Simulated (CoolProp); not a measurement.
R22 at 185 K and 3.75 MPa is throttled through a valve to 1.86 MPa with no heat exchange. Each further row changes one setting.

The numbers come from the reference Helmholtz-energy equation of state, Kamei 1995 in CoolProp.

```csv
case,temperature change (K)
as stated,…
outlet pressure 0.558 MPa,…
outlet pressure 2.42 MPa,…
```

Q: Fill in the missing entries.

A: 
- as stated, temperature change (K): +0.8
- outlet pressure 0.558 MPa, temperature change (K): +1.3
- outlet pressure 2.42 MPa, temperature change (K): +0.6
